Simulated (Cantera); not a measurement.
Cantera run:

```python
import numpy as np
import cantera as ct

gas_names = """
    F F2 N NF NF2 NF3 N2 Si SiF SiF2 SiF3 SiF4 SiN Si2 Si2N Si3
""".split()
cond_names = """
    Si(cr) Si(L) Si3N4(a)
""".split()


def load(file, names, dense=False):
    # The tables refer to 1 bar. Condensed volumes are neglected.
    table = {s.name: s for s in ct.Species.list_from_file(file)}
    out = []
    for n in names:
        d = dict(table[n].input_data)
        d["thermo"] = dict(d["thermo"], **{"reference-pressure": 1e5})
        if dense:
            d["equation-of-state"] = {"model": "constant-volume", "density": "1e6 g/cm^3"}
        out.append(ct.Species.from_dict(d))
    return out


gas = ct.Solution(thermo="ideal-gas", species=load("nasa_gas.yaml", gas_names))
cond = {s.name: ct.Solution(thermo="fixed-stoichiometry", species=[s], name=s.name)
        for s in load("nasa_condensed.yaml", cond_names, dense=True)}
atoms = {
    'SiF4': {'Si': 1, 'F': 4},
    'N2': {'N': 2},
}
top_T = {'Si3N4(a)': 2400}  # K; cautious upper limits of use, not melting points


def equilibrate(T, P, feed):
    n = {}
    for name, mol in feed.items():
        for a, k in atoms[name].items():
            n[a] = n.get(a, 0.0) + k * mol
    gas.TPX = T, P, n
    mass = sum(n.values()) * gas.mean_molecular_weight
    gas.equilibrate("TP")
    valid = [c for c in cond.values() if c.min_temp <= T <= top_T.get(c.name, c.max_temp)]
    mix = ct.Mixture([(gas, mass / gas.mean_molecular_weight)] + [(c, 0.0) for c in valid])
    mix.T, mix.P = T, P
    mix.equilibrate("TP", solver="vcs", rtol=1e-11, max_steps=5000)
    return mix


results = []
T = 900  # K
P = 6100  # Pa
for m in [0.21, 0.38, 0.71, 1.3, 2.4, 4.5, 8.4, 16]:
    feed = {'SiF4': 1, 'N2': m}  # mol
    mix = equilibrate(T, P, feed)
    results.append((T, P, feed, dict(zip(mix.species_names, mix.species_moles))))
    x = sorted(zip(gas.X, gas.species_names), reverse=True)
    print(f"T = {T:g} K  P = {P:g} Pa  n(N2) = {m:g} mol  gas = {mix.phase_moles(0):.4g} mol")
    print("   x: " + "  ".join(f"{s} {v:.3e}" for v, s in x if v > 1e-05))
    print("   condensed (mol): " + ("  ".join(f"{mix.phase(i).name} {mix.phase_moles(i):.4g}"
          for i in range(1, mix.n_phases) if mix.phase_moles(i) > 1e-12) or "none"))
```

Output:

```
T = 900 K  P = 6100 Pa  n(N2) = 0.21 mol  gas = 1.21 mol
   x: SiF4 8.264e-01  N2 1.736e-01
   condensed (mol): none
T = 900 K  P = 6100 Pa  n(N2) = 0.38 mol  gas = 1.38 mol
   x: SiF4 7.246e-01  N2 2.754e-01
   condensed (mol): none
T = 900 K  P = 6100 Pa  n(N2) = 0.71 mol  gas = 1.71 mol
   x: SiF4 5.848e-01  N2 4.152e-01
   condensed (mol): none
T = 900 K  P = 6100 Pa  n(N2) = 1.3 mol  gas = 2.3 mol
   x: N2 5.652e-01  SiF4 4.348e-01
   condensed (mol): none
T = 900 K  P = 6100 Pa  n(N2) = 2.4 mol  gas = 3.4 mol
   x: N2 7.059e-01  SiF4 2.941e-01
   condensed (mol): none
T = 900 K  P = 6100 Pa  n(N2) = 4.5 mol  gas = 5.5 mol
   x: N2 8.182e-01  SiF4 1.818e-01
   condensed (mol): none
T = 900 K  P = 6100 Pa  n(N2) = 8.4 mol  gas = 9.4 mol
   x: N2 8.936e-01  SiF4 1.064e-01
   condensed (mol): none
T = 900 K  P = 6100 Pa  n(N2) = 16 mol  gas = 17 mol
   x: N2 9.412e-01  SiF4 5.882e-02
   condensed (mol): none
```

Equilibrium computed with Cantera from the NASA thermochemical tables; the gas is ideal and each condensed phase is pure.
